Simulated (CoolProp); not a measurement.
A closed Brayton cycle with dry air: compressor inlet 325.15 K and 5.1 MPa, high pressure 10.4 MPa, turbine inlet 690 K, compressor efficiency 0.89, turbine efficiency 0.9, recuperator effectiveness 0.9 (on enthalpy, no pinch check). Each further row changes one setting.

Computed with CoolProp (reference Helmholtz-energy equation of state, Lemmon 2000). It is a pseudo-pure fit of the blend.

```
case                           thermal efficiency (%)  net work (kJ/kg)  compressor to turbine work  compressor exit (K)  turbine exit (K)
-----------------------------  ----------------------  ----------------  --------------------------  -------------------  ----------------
as stated                                        24.5              34.6                        0.71                408.6             580.3
turbine inlet 640 K                              20.3              25.9                        0.76                408.6             537.1
compressor inlet 335.15 K                        22.9              31.9                        0.73                421.0             580.3
high pressure 8.84 MPa                           25.3              30.3                        0.68                388.1             603.8
recuperator effectiveness 0.5                    16.2              34.6                        0.71                408.6             580.3
```
